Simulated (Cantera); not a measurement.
# Low-pressure radical oxidation in H2/O2

An isothermal, constant-pressure homogeneous reactor starts with 6.82 % H₂, 22.7 % O₂, 70.5 % N₂, equivalence ratio 0.15, at 1275 K and 19.5 Torr.

Computed with Cantera and the H2/O2 subset of GRI-Mech 3.0, which has no nitrogen chemistry. Radical loss at walls, strong at low pressure, is not modelled. The temperature is held fixed by assumption; the heat of reaction is taken as removed at once.

```csv
t (s),x H₂,x O₂,x H₂O₂,x HO₂,x H,x OH,x H₂O
1.00e-5,0.0682,0.227,<1e-12,1.05e-9,9.94e-10,6.68e-11,1.05e-11
3.46e-5,0.0682,0.227,1.25e-12,3.64e-9,3.27e-9,6.07e-10,3.49e-10
0.000119,0.0682,0.227,1.48e-11,1.26e-8,1.53e-8,5.20e-9,1.01e-8
0.000412,0.0682,0.227,1.72e-10,4.54e-8,5.16e-7,2.04e-7,7.81e-7
0.00143,0.0320,0.207,1.82e-7,2.11e-6,0.0157,0.00470,0.0260
0.00492,0.00328,0.189,1.15e-7,2.25e-6,0.0195,0.00386,0.0536
0.0170,0.00220,0.193,1.29e-7,2.25e-6,0.00955,0.00318,0.0609
0.0588,0.000589,0.198,1.13e-7,1.75e-6,0.00119,0.00166,0.0683
0.203,5.53e-5,0.200,4.20e-8,5.38e-7,3.34e-5,0.000509,0.0702
0.702,5.57e-6,0.200,1.02e-8,8.65e-8,1.08e-6,0.000163,0.0705
2.42,8.87e-7,0.200,2.50e-9,1.79e-8,6.96e-8,6.52e-5,0.0706
8.38,1.96e-7,0.200,6.86e-10,8.33e-9,7.27e-9,3.07e-5,0.0706
28.9,6.74e-8,0.200,2.73e-10,9.01e-9,1.48e-9,1.80e-5,0.0706
100,5.44e-8,0.200,2.30e-10,9.56e-9,1.07e-9,1.62e-5,0.0706
```
x: mole fraction; the columns are a selection and need not sum to one.

Equilibrium at this temperature and pressure: H₂ 5.44e-8, O₂ 0.200, H₂O₂ 2.30e-10, HO₂ 9.56e-9, H 1.07e-9, OH 1.62e-5, H₂O 0.0706 (gas phase only).
